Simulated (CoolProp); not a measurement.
Aqueous ethanol as a coolant, at 25 °C, 1 atm.

Computed with CoolProp (Melinder's fits for secondary coolants).

```tsv
mass %	freezing point (°C)	viscosity (mPa s)	conductivity (W/(m K))	cp (kJ/(kg K))	Prandtl number
1.5	-0.6	0.949	___	4.180	6.67
8.3	-3.5	1.24	___	4.267	9.66
15.1	-7.5	1.58	0.501	4.320	13.6
21.8	-12.6	1.90	0.460	4.313	17.9
28.6	-18.8	2.17	0.422	4.246	21.8
35.3	___	2.33	0.386	4.141	25.0
42.1	-31.4	2.40	0.353	4.016	27.3
```

**Question.** Complete the blanks.

**Answer.** 
- 1.5, conductivity (W/(m K)): 0.595
- 8.3, conductivity (W/(m K)): 0.546
- 35.3, freezing point (°C): -25.2
